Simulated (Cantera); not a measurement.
Input (Python, Cantera):

```python
import numpy as np
import cantera as ct

gas = ct.Solution("gri30.yaml")


def delay(T, t_max=10):
    gas.TPX = T, 43000, {'CH4': 1, 'O2': 2.9, 'N2': 9.86}
    reactor = ct.IdealGasConstPressureReactor(gas, clone=False)
    net = ct.ReactorNet([reactor])
    net.rtol, net.atol = 1e-8, 1e-16
    while net.time < t_max:
        t_old, T_old = net.time, reactor.T
        net.step()
        if reactor.T > T + 400:  # ignition: a rise of 400 K
            return t_old + (T + 400 - T_old) / (reactor.T - T_old) * (net.time - t_old)
    return np.nan


taus = []
for T in [1273, 1323, 1373, 1423, 1473, 1523]:
    taus.append(delay(T))
    print(f"T0 = {T:6g} K   tau = {taus[-1]:.4e} s")
```

It prints:

```
T0 =   1273 K   tau = 2.4117e-02 s
T0 =   1323 K   tau = 1.2542e-02 s
T0 =   1373 K   tau = 6.8540e-03 s
T0 =   1423 K   tau = 3.9443e-03 s
T0 =   1473 K   tau = 2.3901e-03 s
T0 =   1523 K   tau = 1.5197e-03 s
```

Detailed kinetics in Cantera: GRI-Mech 3.0 (53 species, 325 reactions).
